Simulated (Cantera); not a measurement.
A perfectly stirred reactor is fed with 51.5 % N2O, 48.5 % N2, at 14000 Pa; it is held at 1275 K, and followed from long to short residence time.

Model: GRI-Mech 3.0 (53 species, 325 reactions), integrated in Cantera. GRI-Mech 3.0 was tuned for natural gas; its chemistry of N2O as a main component is partial and can be far from experiment. The mechanism lacks the step 2 NO + O2 → 2 NO2, which can matter for NO2 below about 1400 K. The temperature is held fixed by assumption; the heat of reaction is taken as removed at once.

### Question
Predict: x(N2O) at τ = 3.30 s; x(O) at τ = 3.30 s; x(N2) at τ = 3.30 s; x(NO2) at τ = 3.30 s; x(NO) at τ = 3.30 s; x(N2O) at τ = 57.0 ms; x(O) at τ = 57.0 ms; x(N2) at τ = 57.0 ms; x(NO2) at τ = 57.0 ms; x(NO) at τ = 57.0 ms.

### Answer
```
Property                 Value
---------------------  -------
x(N2O) at τ = 3.30 s     0.223
x(O) at τ = 3.30 s     5.07e-6
x(N2) at τ = 3.30 s      0.645
x(NO2) at τ = 3.30 s   4.30e-5
x(NO) at τ = 3.30 s     0.0308
x(N2O) at τ = 57.0 ms    0.504
x(O) at τ = 57.0 ms    5.42e-6
x(N2) at τ = 57.0 ms     0.491
x(NO2) at τ = 57.0 ms  1.11e-6
x(NO) at τ = 57.0 ms   0.00128
```
